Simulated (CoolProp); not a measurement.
The numbers come from the reference Helmholtz-energy equation of state, Gao 2020 in CoolProp.

Q: Give the vapour pressure (kPa), enthalpy of vaporisation (kJ/kg), surface tension (mN/m), liquid viscosity (µPa s) of saturated ammonia at 37.15, 70.55, 78.95 °C.

A: 
```tsv
T (°C)	p (kPa)	enthalpy of vaporisation (kJ/kg)	surface tension (mN/m)	liquid viscosity (µPa s)
37.15	1440	1110	17.7	117
70.55	3350	936	10.5	85.5
78.95	4050	881	8.81	78.8
```

Viscosity comes from a separate model (Fenghour 1995). Surface tension comes from a separate correlation (Mulero 2012).
